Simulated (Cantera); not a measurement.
Charge: 1 mol LiOH, 0.1 mol H2, 0.059 mol O2, at 0.0200 bar.

Equilibrium computed with Cantera from the NASA thermochemical tables; the gas is ideal and each condensed phase is pure. Candidate condensed phases: H2O, Li, LiH, LiOH, Li2O; 17 gas species. Kinetics and transport are ignored. All values below are at 1748 K.

Base state: LiOH 0.751, H2O 0.224, O2 0.00975, Li2O 0.00966, Li 0.00313, OH 0.000921, Li2(OH)2 0.000862, H2 0.000524 (mole fractions); condensed: Li2O(s).

**Question.** What changes in the equilibrium state with this change: O2 from 0.059 to 0.12 mol?

**Answer.** 
```csv
species,before,after
LiOH,0.751,0.716
H2O,0.224,0.203
O2,0.00975,0.0657
H2,0.000524,0.000183
O,5.12e-5,0.000133
Li2O2,4.92e-5,0.000128
"Li2O(s), mol",0.113,0.106
```

**Question.** What changes in the equilibrium state with this change: H2 from 0.1 to 2.6 mol?

**Answer.** 
```
species         before     after
------------  --------  --------
H2            0.000524     0.633
LiOH             0.751     0.200
H2O              0.224    0.0989
Li             0.00313    0.0653
O2             0.00975   1.31e-9
Li2O2          4.92e-5   2.88e-9
O              5.12e-5   1.87e-8
LiH            5.00e-7  0.000363
LiO           0.000170   1.30e-6
Li2O(s), mol     0.113         0
```

**Question.** What changes in the equilibrium state with this change: O2 from 0.059 to 7 mol?

**Answer.** 
```tsv
species	before	after
O2	0.00975	0.862
LiOH	0.751	0.116
H2O	0.224	0.0159
H2	0.000524	3.96e-6
Li2(OH)2	0.000862	2.07e-5
H	3.70e-5	3.21e-6
O	5.12e-5	0.000481
Li2O(s), mol	0.113	0
```
